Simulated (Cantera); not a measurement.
Input: 1 mol CaF2, 0.054 mol HF, 19 mol N2, held at 1775 °C.

Cantera equilibrium calculation (NASA polynomials, part measured and part estimated; ideal gas, pure solids and liquids). Candidate condensed phases: Ca, CaF2; 25 gas species. The numbers say what is thermodynamically allowed, not how fast it happens.

Task: Which condensed phases are stable at each of these points (P (Pa)): 0.100, 0.460, 2.20, 10, 46, 220, 1000, 4600, 22000, 100000?

Result: 
| P (Pa) | condensed phases | Ca condensed (%) |
|---|---|---|
| 0.100 | gas only | 0.0 |
| 0.460 | gas only | 0.0 |
| 2.20 | gas only | 0.0 |
| 10 | gas only | 0.0 |
| 46 | gas only | 0.0 |
| 220 | gas only | 0.0 |
| 1000 | gas only | 0.0 |
| 4600 | gas only | 0.0 |
| 22000 | CaF2(l) | 49.4 |
| 100000 | CaF2(l) | 89.1 |

From 1.00e-6 bar to 0.0460 bar nothing is condensed. From 0.220 bar to 1.00 bar the condensed part is CaF2(l).
